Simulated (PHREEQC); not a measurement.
Make-up at 25 °C: 0.018 mol NaBr, 0.068 mol SrCl2 and 4.7e-06 mol H4SiO4 per kg of water. Closed to the air; pH follows from the charge balance.

All values are PHREEQC results (ion-association model, phreeqc.dat), not measurements.

The ionic strength comes out as 0.222 mol/kgw. What activity coefficients do Cl-, Na+, Sr+2, Br- get?

Cl- 0.71, Na+ 0.74, Sr+2 0.31, Br- 0.69.

Precipitation was switched off in this run. Complexes and solids missing from the database can't appear.
